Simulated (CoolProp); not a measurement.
Properties of n-perfluorohexane along the isobar 1.01 bar.

Model: reference Helmholtz-energy equation of state, Gao 2022, in CoolProp.

```
T (°C)  phase  density (kg/m³)  Joule-Thomson coefficient (K/MPa)  isothermal compressibility (1/MPa)
------  -----  ---------------  ---------------------------------  ----------------------------------
70.45     gas            12.63                              18.49                               10.50
83.75     gas            12.07                              16.27                               10.41
97.05     gas            11.57                              14.43                               10.34
110.35    gas            11.11                              12.89                               10.28
123.65    gas            10.69                              11.59                               10.24
136.95    gas            10.31                              10.48                               10.20
150.25    gas            9.950                              9.530                               10.16
163.55    gas            9.621                              8.710                               10.13
176.85    gas            9.314                              7.996                               10.11
```
